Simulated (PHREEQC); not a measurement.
Na2CO3 is added in steps, without added water, to 1 kg of water holding 0.005 mol AgNO3 and 0.097 mol KBr, at 25 °C. O2 is buffered at 0.21 atm. The system is closed to CO2. No solid was allowed to form.

Base run: PHREEQC, ion-association model, wateq4f.dat. Each further column changes one thing. The table gives CO3-2 (mol/kgw).

```json
[
 {"Na2CO3 added (mol)": "0", "base": "0", "KBr from 0.097 to 0.194 mol/kgw": "0", "AgNO3 left out": "0", "solids may form": "0"},
 {"Na2CO3 added (mol)": "1.875e-06", "base": "2.51e-8", "KBr from 0.097 to 0.194 mol/kgw": "2.75e-8", "AgNO3 left out": "2.50e-8", "solids may form": "2.50e-8"},
 {"Na2CO3 added (mol)": "3.75e-06", "base": "9.77e-8", "KBr from 0.097 to 0.194 mol/kgw": "1.07e-7", "AgNO3 left out": "9.72e-8", "solids may form": "9.72e-8"},
 {"Na2CO3 added (mol)": "4.687e-06", "base": "1.51e-7", "KBr from 0.097 to 0.194 mol/kgw": "1.64e-7", "AgNO3 left out": "1.50e-7", "solids may form": "1.50e-7"},
 {"Na2CO3 added (mol)": "6.563e-06", "base": "2.88e-7", "KBr from 0.097 to 0.194 mol/kgw": "3.13e-7", "AgNO3 left out": "2.87e-7", "solids may form": "2.87e-7"},
 {"Na2CO3 added (mol)": "8.438e-06", "base": "4.65e-7", "KBr from 0.097 to 0.194 mol/kgw": "5.05e-7", "AgNO3 left out": "4.63e-7", "solids may form": "4.63e-7"},
 {"Na2CO3 added (mol)": "1.031e-05", "base": "6.79e-7", "KBr from 0.097 to 0.194 mol/kgw": "7.35e-7", "AgNO3 left out": "6.76e-7", "solids may form": "6.76e-7"},
 {"Na2CO3 added (mol)": "1.125e-05", "base": "7.99e-7", "KBr from 0.097 to 0.194 mol/kgw": "8.65e-7", "AgNO3 left out": "7.96e-7", "solids may form": "7.96e-7"},
 {"Na2CO3 added (mol)": "1.313e-05", "base": "1.06e-6", "KBr from 0.097 to 0.194 mol/kgw": "1.15e-6", "AgNO3 left out": "1.06e-6", "solids may form": "1.06e-6"},
 {"Na2CO3 added (mol)": "1.5e-05", "base": "1.36e-6", "KBr from 0.097 to 0.194 mol/kgw": "1.47e-6", "AgNO3 left out": "1.36e-6", "solids may form": "1.36e-6"}
]
```

In at least one series the solution becomes supersaturated in solids that the run did not let form, among them Bromyrite.  Solids allowed in the column 'solids may form': Bromyrite, Ag2O, Ag2CO3, Nahcolite, Natron.
